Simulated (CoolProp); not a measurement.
Properties of octamethylcyclotetrasiloxane (D4) along the isotherm 620 K.

Model: reference Helmholtz-energy equation of state, Thol 2015, in CoolProp.

```
p (bar)          phase  cp (kJ/(kg K))  speed of sound (m/s)  Joule-Thomson coefficient (K/MPa)  fugacity coefficient
-------  -------------  --------------  --------------------  ---------------------------------  --------------------
0.0639             gas           2.039                 132.6                              7.026                0.9987
0.0964             gas           2.039                 132.5                              7.033                0.9980
0.145              gas           2.039                 132.4                              7.044                0.9969
0.219              gas           2.040                 132.2                              7.061                0.9954
0.331              gas           2.040                 131.9                              7.088                0.9930
0.499              gas           2.041                 131.4                              7.127                0.9895
0.753              gas           2.043                 130.7                              7.189                0.9842
1.14               gas           2.045                 129.6                              7.284                0.9761
1.71               gas           2.049                 128.0                              7.431                0.9642
2.59               gas           2.055                 125.5                              7.672                0.9460
3.9                gas           2.066                 121.5                              8.066                0.9191
5.89               gas           2.086                 115.1                              8.768                0.8788
8.88               gas           2.132                 104.5                              10.13                0.8194
13.4               gas           2.285                 85.89                              13.40                0.7317
20.2     supercritical           3.073                 65.47                              14.85                0.6033
```
